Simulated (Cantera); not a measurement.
TiO2 + H2 + H2O (hydrogen reduction and annealing atmospheres)

Input: 1 mol TiO2, 7.3 mol H2, 0.049 mol H2O, equilibrated at 2.60 bar.

Method: chemical equilibrium by Gibbs-energy minimisation in Cantera with the NASA 1993 tables (ideal gas, pure condensed phases). Candidate condensed phases: H2O, Ti, TiO, TiO2, Ti2O3, Ti3O5, Ti4O7; 12 gas species. Mutual solubility and eutectic melting of coexisting phases are not modelled. Condensed phases not in the tables: Magnéli phases beyond Ti4O7. Gases not in the tables: TiO(OH)2. Equilibrium is a limit: real reactors are often held back by kinetics, nucleation or transport.

```tsv
T (K)	log p H2	log p H2O	log p H	log p OH	log p TiO2	n TiO2(rutile)	n Ti4O7(s)	n Ti3O5(s)	n Ti4O7(l)
1048	0.41	-1.76	-7.91	<-11	<-11	1.00	0	0	0
1148	0.41	-1.76	-6.94	-11.34	<-11	1.00	0	0	0
1248	0.41	-1.76	-6.12	-10.29	<-11	1.00	0	0	0
1348	0.41	-1.76	-5.43	-9.40	<-11	1.00	0	0	0
1448	0.41	-1.56	-4.83	-8.42	<-11	0.882	0.0295	0	0
1548	0.41	-1.24	-4.31	-7.43	-11.33	0.547	0.113	0	0
1648	0.40	-0.98	-3.85	-6.57	-10.08	0	0.250	0	0
1748	0.40	-0.98	-3.44	-6.05	-9.03	0	0.250	0	0
1848	0.39	-0.87	-3.08	-5.48	-8.07	0	0.00623	0.325	0
1948	0.39	-0.87	-2.75	-5.06	-7.26	0	0	0.333	0
2048	0.40	-0.98	-2.45	-4.79	-6.59	0	0	0	0.250
2148	0.40	-0.98	-2.18	-4.44	-5.99	0	0	0	0.250
```
log p: log10 of the partial pressure in bar; n: condensed amount in mol.

From 1048 K to 1348 K the condensed part is TiO2(rutile). From 1448 K to 1548 K the condensed part is TiO2(rutile) + Ti4O7(s). From 1648 K to 1748 K the condensed part is Ti4O7(s). At 1848 K the condensed part is Ti3O5(s) + Ti4O7(s). At 1948 K the condensed part is Ti3O5(s). From 2048 K to 2148 K the condensed part is Ti4O7(l).
